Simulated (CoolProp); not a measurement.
The fluid at 298.15 K and 1.82 MPa flows at 0.062 m/s in a round tube of 1 mm bore and 1.5 µm roughness, fully developed (64/Re and Nu = 3.66 if laminar; Colebrook and Gnielinski if turbulent). The same conditions are run with several fluids, on thermodynamics alone (safety and materials aside).

Values from CoolProp's reference Helmholtz-energy equation of state of each fluid (propylene: Lemmon 2013; R134a: Tillner-Roth 1994; n-heptane: Span 2003; ammonia: Gao 2020; R11: Jacobsen 1992).

```
fluid      Reynolds number  Darcy friction factor  pressure drop (Pa/m)  heat-transfer coefficient (W/(m² K))  mass flow (kg/h)
---------  ---------------  ---------------------  --------------------  ------------------------------------  ----------------
propylene              328                  0.195                   191                                   410            0.0891
R134a                  378                  0.169                   395                                   300             0.213
n-heptane              106                  0.602                   789                                   450             0.119
ammonia                282                  0.227                   263                                  1780             0.106
R11                    208                  0.308                   876                                   320             0.260
```

Transport values come from each fluid's own correlations; those of propylene, R134a, R11 are estimates that may be off by 10 % or more.
